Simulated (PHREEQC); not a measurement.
# Acid rinse or clean

Dissolve 0.066 mol/kgw H2SO4 and 0.014 mol/kgw MnSO4 at 30 °C and 500 atm. Closed to the air; pH follows from the charge balance.

All values are PHREEQC results (ion-association model, phreeqc.dat), not measurements.

Each row changes one thing in this solution. Precipitation was switched off in this run.

| case | pH | ionic strength (mol/kgw) | HSO4- (mol/kgw) | SO4-2 (mol/kgw) | Mn+2 (mol/kgw) | MnSO4 (mol/kgw) |
|---|---|---|---|---|---|---|
| as made | 1.18 | 0.138 | 0.0501 | 0.0259 | 0.0100 | 0.00399 |
| MnSO4 from 0.014 to 0.0154 mol/kgw | 1.18 | 0.141 | 0.0505 | 0.0264 | 0.0110 | 0.00441 |
| H2SO4 left out | 6.37 | 0.0425 | 1.72e-7 | 0.0106 | 0.0106 | 0.00338 |
| diluted 100-fold with water | 2.92 | 0.00241 | 4.94e-5 | 0.000743 | 0.000132 | 7.56e-6 |
| MnSO4 from 0.014 to 0.07 mol/kgw | 1.27 | 0.257 | 0.0638 | 0.0489 | 0.0467 | 0.0233 |
| H2SO4 from 0.066 to 0.099 mol/kgw | 1.02 | 0.180 | 0.0786 | 0.0304 | 0.0100 | 0.00396 |
| temperature from 30 to 55 °C | 1.22 | 0.118 | 0.0585 | 0.0169 | 0.00935 | 0.00465 |
| temperature from 30 to 70 °C | 1.25 | 0.110 | 0.0628 | 0.0126 | 0.00940 | 0.00460 |
| 0.024 mol/kgw HBr added | 1.08 | 0.157 | 0.0535 | 0.0230 | 0.0106 | 0.00345 |

Under pressure, the constants of complexes without a molar volume in the database are unreliable. At this temperature some constants are extrapolated from 25 °C, and those without enthalpy data are left unchanged.
